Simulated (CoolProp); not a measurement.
Saturation properties of R236FA.

The numbers come from the reference Helmholtz-energy equation of state, Pan 2012 in CoolProp.

```
T (°C)  p (MPa)  liquid density (kg/m³)  vapour viscosity (µPa s)  liquid conductivity (mW/(m K))
------  -------  ----------------------  ------------------------  ------------------------------
32.85    0.3508                    1332                      11.1                            70.8
40.95    0.4492                    1303                      11.4                            68.5
49.05    0.5675                    1272                      11.8                            66.2
57.15    0.7079                    1240                      12.1                            64.0
65.25    0.8731                    1205                      12.5                            61.7
73.35     1.066                    1169                      12.9                            59.4
81.45     1.289                    1128                      13.4                            57.1
89.55     1.547                    1084                      14.1                            54.8
97.65     1.842                    1033                      15.0                            52.5
105.75    2.180                   971.8                      16.3                            50.2
```

It boils at -1.5 °C under 1 atm.

Viscosity comes from a separate model (Huber 2003), an estimate that may be off by 10 % or more. Thermal conductivity comes from a separate model (Huber 2003), an estimate that may be off by 10 % or more.
